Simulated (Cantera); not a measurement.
Input (Python, Cantera) and output of one run.

```python
import numpy as np
import cantera as ct

gas_names = [...]  # 140 gases of nasa_gas.yaml made of C, Fe, H, N, O
cond_names = """
    C(gr) C6H6(L) C7H8(L) C8H18(L),n-octa Fe(a) Fe(c) Fe(d) Fe(L) FeC5O5(L) FeO(s) FeO(L) Fe(OH)2(s)
    Fe(OH)3(s) Fe2O3(s) Fe3O4(s) H2O(s) H2O(L)
""".split()


# ... load() reads the species with a 1 bar reference pressure and builds the phases ...
atoms = {
    'Fe(CO)5': {'Fe': 1, 'C': 5, 'O': 5},
    'H2': {'H': 2},
    'N2': {'N': 2},
}
top_T = {'C(gr)': 4500, 'Fe2O3(s)': 1830, 'Fe3O4(s)': 1870}  # K; cautious upper limits of use, not melting points


# ... equilibrate(T, P, feed) seeds the gas with the atoms and calls Mixture.equilibrate('TP', solver="vcs", rtol=1e-11, max_steps=5000) ...
results = []
feed = {'Fe(CO)5': 1, 'H2': 0.48, 'N2': 0.2}  # mol
P = 1333.22  # Pa
for T in [848, 898, 948, 998, 1048, 1098, 1148]:
    mix = equilibrate(T, P, feed)
    results.append((T, P, feed, dict(zip(mix.species_names, mix.species_moles))))

top = {s: max(r[3][s] / sum(r[3][g] for g in gas_names) for r in results) for s in gas_names}
cols = sorted((s for s in top if top[s] > 1e-05), key=lambda s: -top[s])[:9]
seen = [c for c in cond_names if any(r[3].get(c, 0) > 1e-12 for r in results)]
print("log10 of partial pressures in bar; condensed amounts in mol")
print(f"{'T/K':>10s}" + "".join(f"{s[:9]:>10s}" for s in cols + seen))
for T, P, feed, n in results:
    ng = sum(n[g] for g in gas_names)
    print(f"{T:10.4g}" + "".join(f"{np.log10(max(n[s] / ng * P / 1e5, 1e-99)):10.3f}" for s in cols)
          + "".join(f"{n.get(c, 0):10.4g}" for c in seen))
```

Output:

```
log10 of partial pressures in bar; condensed amounts in mol
       T/K        CO       CO2        H2        N2       H2O       CH4     C(gr)     Fe(a)
       848    -2.025    -2.691    -2.914    -3.264    -4.071    -6.021    0.7792         1
       898    -1.961    -3.153    -2.937    -3.305    -4.495    -6.368    0.2969         1
       948    -1.940    -3.637    -2.945    -3.321    -4.899    -6.656    0.1017         1
       998    -1.934    -4.096    -2.948    -3.326    -5.270    -6.906   0.03615         1
      1048    -1.932    -4.517    -2.948    -3.327    -5.608    -7.130   0.01393         1
      1098    -1.931    -4.902    -2.948    -3.328    -5.916    -7.334  0.005829         1
      1148    -1.931    -5.252    -2.948    -3.328    -6.197    -7.520  0.002629         1
```

Cantera equilibrium calculation (NASA polynomials, part measured and part estimated; ideal gas, pure solids and liquids). Condensed phases not in the tables: cementite and carbon dissolved in iron.
